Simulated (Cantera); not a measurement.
Input (Python, Cantera) and output of one run.

```python
import numpy as np
import cantera as ct

gas_names = """
    H HO2 H2 H2O H2O2 O OH O2 O3 Ta TaO TaO2
""".split()
cond_names = """
    H2O(s) H2O(L) Ta(cr) Ta(L) Ta2O5(s) Ta2O5(L)
""".split()


def load(file, names, dense=False):
    # The tables refer to 1 bar. Condensed volumes are neglected.
    table = {s.name: s for s in ct.Species.list_from_file(file)}
    out = []
    for n in names:
        d = dict(table[n].input_data)
        d["thermo"] = dict(d["thermo"], **{"reference-pressure": 1e5})
        if dense:
            d["equation-of-state"] = {"model": "constant-volume", "density": "1e6 g/cm^3"}
        out.append(ct.Species.from_dict(d))
    return out


gas = ct.Solution(thermo="ideal-gas", species=load("nasa_gas.yaml", gas_names))
cond = {s.name: ct.Solution(thermo="fixed-stoichiometry", species=[s], name=s.name)
        for s in load("nasa_condensed.yaml", cond_names, dense=True)}
atoms = {
    'Ta2O5': {'Ta': 2, 'O': 5},
    'H2': {'H': 2},
}
top_T = {}  # K; cautious upper limits of use, not melting points


def equilibrate(T, P, feed):
    n = {}
    for name, mol in feed.items():
        for a, k in atoms[name].items():
            n[a] = n.get(a, 0.0) + k * mol
    gas.TPX = T, P, n
    mass = sum(n.values()) * gas.mean_molecular_weight
    gas.equilibrate("TP")
    valid = [c for c in cond.values() if c.min_temp <= T <= top_T.get(c.name, c.max_temp)]
    mix = ct.Mixture([(gas, mass / gas.mean_molecular_weight)] + [(c, 0.0) for c in valid])
    mix.T, mix.P = T, P
    mix.equilibrate("TP", solver="vcs", rtol=1e-11, max_steps=5000)
    return mix


results = []
feed = {'Ta2O5': 1, 'H2': 88}  # mol
P = 133.322  # Pa
for T in [948, 1048, 1148, 1248, 1348, 1448, 1548, 1648, 1748, 1848, 1948, 2048, 2148]:
    mix = equilibrate(T, P, feed)
    results.append((T, P, feed, dict(zip(mix.species_names, mix.species_moles))))
    x = sorted(zip(gas.X, gas.species_names), reverse=True)
    print(f"T = {T:g} K  P = {P:g} Pa  gas = {mix.phase_moles(0):.4g} mol")
    print("   x: " + "  ".join(f"{s} {v:.3e}" for v, s in x if v > 0.001))
    print("   condensed (mol): " + ("  ".join(f"{mix.phase(i).name} {mix.phase_moles(i):.4g}"
          for i in range(1, mix.n_phases) if mix.phase_moles(i) > 1e-12) or "none"))
```

It prints:

```
T = 948 K  P = 133.322 Pa  gas = 88 mol
   x: H2 1.000e+00
   condensed (mol): Ta(cr) 2.417e-06  Ta2O5(s) 1
T = 1048 K  P = 133.322 Pa  gas = 88 mol
   x: H2 1.000e+00
   condensed (mol): Ta(cr) 1.62e-05  Ta2O5(s) 1
T = 1148 K  P = 133.322 Pa  gas = 88 mol
   x: H2 1.000e+00
   condensed (mol): Ta(cr) 7.689e-05  Ta2O5(s) 1
T = 1248 K  P = 133.322 Pa  gas = 88 mol
   x: H2 1.000e+00
   condensed (mol): Ta(cr) 0.0002811  Ta2O5(s) 0.9999
T = 1348 K  P = 133.322 Pa  gas = 88 mol
   x: H2 9.999e-01
   condensed (mol): Ta(cr) 0.00084  Ta2O5(s) 0.9996
T = 1448 K  P = 133.322 Pa  gas = 88.01 mol
   x: H2 9.997e-01
   condensed (mol): Ta(cr) 0.002141  Ta2O5(s) 0.9989
T = 1548 K  P = 133.322 Pa  gas = 88.04 mol
   x: H2 9.990e-01
   condensed (mol): Ta(cr) 0.004804  Ta2O5(s) 0.9976
T = 1648 K  P = 133.322 Pa  gas = 88.11 mol
   x: H2 9.973e-01  H 2.436e-03
   condensed (mol): Ta(cr) 0.009702  Ta2O5(s) 0.9951
T = 1748 K  P = 133.322 Pa  gas = 88.28 mol
   x: H2 9.932e-01  H 6.236e-03
   condensed (mol): Ta(cr) 0.01788  Ta2O5(s) 0.9908
T = 1848 K  P = 133.322 Pa  gas = 88.64 mol
   x: H2 9.847e-01  H 1.441e-02
   condensed (mol): Ta(cr) 0.02981  Ta2O5(s) 0.9827
T = 1948 K  P = 133.322 Pa  gas = 89.39 mol
   x: H2 9.678e-01  H 3.044e-02  H2O 1.403e-03
   condensed (mol): Ta(cr) 0.04152  Ta2O5(s) 0.9626
T = 2048 K  P = 133.322 Pa  gas = 90.89 mol
   x: H2 9.364e-01  H 5.935e-02  H2O 2.103e-03  TaO2 1.781e-03
   condensed (mol): Ta(cr) 0.02614  Ta2O5(s) 0.8906
T = 2148 K  P = 133.322 Pa  gas = 93.68 mol
   x: H2 8.815e-01  H 1.072e-01  TaO2 6.168e-03  H2O 4.231e-03
   condensed (mol): Ta2O5(L) 0.673
```

Cantera equilibrium calculation (NASA polynomials, part measured and part estimated; ideal gas, pure solids and liquids). Mutual solubility and eutectic melting of coexisting phases are not modelled. Condensed phases not in the tables: N, O or C dissolved in the metal.
